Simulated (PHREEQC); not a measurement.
A made-up water analysis in mg/kgw, 92 °C, pH 1.88, pe 8.8:

| constituent | mg/kgw |
|---|---|
| Na | 21.8 |
| K | 39.8 |
| Ca | 89.7 |
| Mg | 23.9 |
| Cl | 42.7 |
| S(6) as SO4 | 1620 |
| Mn(2) | 2.36 |
| Li | 0.973 |
| Si as SiO2 | 0.0612 |

Valence states are taken as typed.

Equilibrium calculation in PHREEQC: ion-association model, wateq4f.dat.

The ionic strength comes out as 0.0262 mol/kgw. What activity coefficients do K+, Ca+2, H+, CaHSO4+, NaSO4- get?

K+ 0.83, Ca+2 0.51, H+ 0.86, CaHSO4+ 0.84, NaSO4- 0.85.

This is a speciation only: nothing precipitates in the calculation. At this temperature some constants are extrapolated from 25 °C, and those without enthalpy data are left unchanged.
